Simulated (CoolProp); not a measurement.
Propylene along the isobar 42 bar: Z from the reference equation and from simpler models built on Tc = 364.2 K, pc = 45.55 bar, ω = 0.146; each cubic takes its own stable root.

Model: reference Helmholtz-energy equation of state, Lemmon 2013, in CoolProp.

```
T (K)   phase  reference
-----  ------  ---------
258.5  liquid     0.1434
264.8  liquid     0.1421
271    liquid     0.1409
277.3  liquid     0.1400
283.6  liquid     0.1392
289.8  liquid     0.1386
296.1  liquid     0.1383
302.4  liquid     0.1381
308.7  liquid     0.1383
314.9  liquid     0.1387
321.2  liquid     0.1396
```

Q: How far does each simpler model (van der Waals, Soave-Redlich-Kwong, Peng-Robinson) lie from the reference over these 11 states: mean and median of the absolute difference, and the worst?

A: 
- van der Waals: mean 54.9 %, median 54.8 %, worst +55.4 % at 258.5 K and 42 bar
- Soave-Redlich-Kwong: mean 8.4 %, median 8.1 %, worst +11.4 % at 321.2 K and 42 bar
- Peng-Robinson: mean 4.1 %, median 4.5 %, worst -5.7 % at 258.5 K and 42 bar
